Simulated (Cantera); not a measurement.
# Equilibrium for chlorosilane synthesis and conversion: Si + HCl + H₂

Charge: 1 mol Si, 1 mol HCl, 2.9 mol H₂, held at 100 Torr.

Cantera equilibrium calculation (NASA polynomials, part measured and part estimated; ideal gas, pure solids and liquids). Candidate condensed phases: Si; 19 gas species. The tables' values for SiCl₃ are old estimates; treat these amounts as uncertain. Rates play no part.

```csv
T (K),log p H₂,log p SiCl₄,log p SiHCl₃,log p HCl,log p SiCl₃,n Si(s)
525,-0.91,-2.18,-2.48,-6.05,-8.86,0.726
600,-0.91,-2.17,-2.49,-5.15,-7.53,0.727
675,-0.91,-2.17,-2.51,-4.45,-6.51,0.728
750,-0.91,-2.17,-2.52,-3.90,-5.69,0.729
825,-0.91,-2.17,-2.53,-3.45,-5.03,0.731
900,-0.91,-2.17,-2.55,-3.08,-4.48,0.735
975,-0.91,-2.18,-2.57,-2.76,-4.02,0.741
1050,-0.92,-2.21,-2.61,-2.50,-3.64,0.749
```
log p: log10 of the partial pressure in bar; n: condensed amount in mol.

From 525 K to 1050 K the condensed part is Si(s). The main Si-bearing gas is SiCl₄ throughout. The share of Si in condensed phases is highest at 1050 K (74.9 %) and lowest at 525 K (72.6 %).
